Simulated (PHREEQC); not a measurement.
A solution holds 2 mol/kgw NaOH, at 25 °C. Closed to the air; pH follows from the charge balance.

Computed with PHREEQC (Pitzer model, pitzer.dat).

No solid was allowed to form.

**Question.** Estimate the pH.

**Answer.** pH 14.20.

In brines, pH and single-ion activities rest on the MacInnes convention.
